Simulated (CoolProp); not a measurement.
Vapour-liquid equilibrium of R152A (1) + methanol (2) at 72.85 °C; x and y are mole fractions of (1).

Computed with CoolProp (multi-fluid Helmholtz-energy mixture model, Outcalt 1996 and de Reuck 1993; pair parameters Bell 2016).

| x | bubble pressure, mixture model (kPa) | bubble pressure, Raoult's law (kPa) | y, mixture model | y, Raoult's law |
|---|---|---|---|---|
| 0.05 | 417.9 | 233.1 | 0.663 | 0.431 |
| 0.15 | 767.2 | 420.0 | 0.815 | 0.717 |
| 0.25 | 961.8 | 606.9 | 0.854 | 0.827 |
| 0.35 | 1090 | 793.8 | 0.873 | 0.886 |
| 0.45 | … | 980.8 | 0.888 | 0.922 |
| 0.55 | 1302 | 1168 | 0.903 | 0.946 |
| 0.65 | 1420 | 1355 | … | 0.964 |
| 0.75 | 1556 | 1542 | … | 0.977 |
| 0.85 | … | 1728 | 0.960 | 0.988 |
| 0.95 | 1902 | 1915 | 0.985 | 0.996 |

Task: Fill in the missing entries.

Result: 
- 0.45, bubble pressure, mixture model (kPa): 1196
- 0.65, y, mixture model: 0.919
- 0.75, y, mixture model: 0.938
- 0.85, bubble pressure, mixture model (kPa): 1715

The largest gap from Raoult's law is +82.7 % in bubble pressure, at x = 0.15. No azeotrope shows between x = 0.05 and 0.95.

The pair parameters rest on a limited set of measurements; away from them the model extrapolates. The gap from Raoult's law changes sign with composition, which may be real or a fault of the pair parameters; it wasn't checked against measurements. With so large a gap from Raoult's law the liquid may split in two, which this calculation doesn't test in full.
